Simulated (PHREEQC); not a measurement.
Dissolve 0.0057 mol H3BO3, 0.015 mol NaOH and 0.0022 mol LiCl per kg of water at 25 °C. Closed to the air; pH follows from the charge balance.

Model: ion-association model, wateq4f.dat, run in PHREEQC.

```
Quantity                  Result
----------------  --------------
pH                         11.91
ionic strength    0.0172 mol/kgw
total alkalinity     15.0 meq/kg
```

```csv
species,molality,activity,log γ
Na+,0.0150,0.0132,-0.056
OH-,0.00931,0.00814,-0.058
H2BO3-,0.00569,0.00495,-0.060
Cl-,0.00220,0.00193,-0.058
Li+,0.00220,0.00195,-0.053
H3BO3,1.05e-5,1.06e-5,0.002
```

This is a speciation only: nothing precipitates in the calculation.
